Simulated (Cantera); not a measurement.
# Stirred combustor or abatement burner

A perfectly stirred reactor is fed with 8.44 % C2H6, 16.4 % O2, 61.7 % N2, 13.5 % H2O, equivalence ratio 1.8, at 1.28 atm; it is adiabatic with a 575 K inlet, and is followed from long to short residence time, starting on the burning branch (τ in s: 0.25, 0.094, 0.036, 0.013, 0.0051, 0.0019, 0.00072, 0.00027, 0.0001, 3.9e-05, 1.5e-05).

Model: GRI-Mech 3.0 (53 species, 325 reactions), integrated in Cantera.

```tsv
τ (s)	T (K)	x C2H6	x O2	x H2O	x CH3	x CH4	x H2O2	x NO
0.25	1812	5.35e-6	0.000240	0.219	0.000139	0.00437	3.06e-9	3.85e-6
0.094	1816	1.24e-5	0.000509	0.224	0.000221	0.00530	7.27e-9	3.71e-6
0.036	1814	2.74e-5	0.00101	0.229	0.000332	0.00585	1.68e-8	3.62e-6
0.013	1804	6.29e-5	0.00201	0.233	0.000490	0.00605	4.06e-8	3.40e-6
0.0051	1784	0.000138	0.00377	0.236	0.000679	0.00616	9.16e-8	2.87e-6
0.0019	1737	0.000362	0.00800	0.238	0.000928	0.00672	2.30e-7	1.67e-6
0.00072	575	0.0844	0.164	0.135	<1e-12	<1e-12	<1e-12	<1e-12
0.00027	575	0.0844	0.164	0.135	<1e-12	<1e-12	<1e-12	<1e-12
0.00010	575	0.0844	0.164	0.135	<1e-12	<1e-12	<1e-12	<1e-12
3.9e-5	575	0.0844	0.164	0.135	<1e-12	<1e-12	<1e-12	<1e-12
1.5e-5	575	0.0844	0.164	0.135	<1e-12	<1e-12	<1e-12	<1e-12
```
x: mole fraction; the columns are a selection and need not sum to one.
